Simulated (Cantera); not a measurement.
What does this Cantera script print?

```python
import numpy as np
import cantera as ct

gas_names = """
    COS SO3 S2 CO2 CO SO2
""".split()
cond_names = """
    C(gr)
""".split()


# ... load() reads the species with a 1 bar reference pressure and builds the phases ...
species = {s.name: s for s in load("nasa_gas.yaml", gas_names) + load("nasa_condensed.yaml", cond_names)}
# Each term lists the table entries of one substance; the one whose range holds T is used.
reactions = {
    '3 COS(g) + SO3(g) = 2 S2(g) + 3 CO2(g)':
        [(-3, ['COS']), (-1, ['SO3']), (2, ['S2']), (3, ['CO2'])],
    '2 CO(g) + COS(g) = 3 C + SO3(g)':
        [(-2, ['CO']), (-1, ['COS']), (3, ['C(gr)']), (1, ['SO3'])],
    'C + SO3(g) = CO(g) + SO2(g)':
        [(-1, ['C(gr)']), (-1, ['SO3']), (1, ['CO']), (1, ['SO2'])],
}


def pick(names, T):
    return next(species[n] for n in names if species[n].thermo.min_temp <= T <= species[n].thermo.max_temp)


results = []
for label, terms in reactions.items():
    print(label)
    print("     T/K   dH/kJ  dS/(J/K)   dG/kJ   log10 K")
    for T in [300, 1800, 1850, 1900, 1950, 2000, 2050, 2100]:
        used = [(nu, pick(names, T)) for nu, names in terms]
        dH = sum(nu * s.thermo.h(T) for nu, s in used) / 1e6
        dS = sum(nu * s.thermo.s(T) for nu, s in used) / 1e3
        dG = dH - T * dS / 1e3
        logK = -dG * 1e6 / (ct.gas_constant * T * np.log(10))
        results.append((label, T, dH, dS, dG, logK, [s.name for _, s in used]))
        print(f"{T:8g} {dH:8.1f} {dS:8.1f} {dG:8.1f} {logK:8.2f}")
```

It prints:

```
3 COS(g) + SO3(g) = 2 S2(g) + 3 CO2(g)
     T/K   dH/kJ  dS/(J/K)   dG/kJ   log10 K
     300   -112.8    146.5   -156.7    27.28
    1800   -124.1    134.4   -366.0    10.62
    1850   -124.4    134.3   -372.8    10.52
    1900   -124.7    134.1   -379.5    10.43
    1950   -125.0    134.0   -386.2    10.34
    2000   -125.2    133.8   -392.9    10.26
    2050   -125.5    133.7   -399.5    10.18
    2100   -125.8    133.6   -406.2    10.10
2 CO(g) + COS(g) = 3 C + SO3(g)
     T/K   dH/kJ  dS/(J/K)   dG/kJ   log10 K
     300    -36.3   -353.1     69.6   -12.12
    1800    -17.2   -341.1    596.7   -17.32
    1850    -16.1   -340.5    613.8   -17.33
    1900    -15.0   -339.9    630.8   -17.34
    1950    -13.9   -339.3    647.8   -17.35
    2000    -12.8   -338.7    664.7   -17.36
    2050    -11.7   -338.2    681.6   -17.37
    2100    -10.5   -337.6    698.5   -17.37
C + SO3(g) = CO(g) + SO2(g)
     T/K   dH/kJ  dS/(J/K)   dG/kJ   log10 K
     300    -11.6    183.4    -66.6    11.60
    1800    -23.2    174.6   -337.4     9.79
    1850    -23.8    174.3   -346.2     9.77
    1900    -24.3    174.0   -354.9     9.76
    1950    -24.9    173.6   -363.6     9.74
    2000    -25.5    173.3   -372.2     9.72
    2050    -26.1    173.1   -380.9     9.70
    2100    -26.7    172.8   -389.5     9.69
```

Cantera with NASA thermochemical tables; ideal gases at 1 bar, condensed phases pure. Condensed species are held in their standard states even where they would react or evaporate.
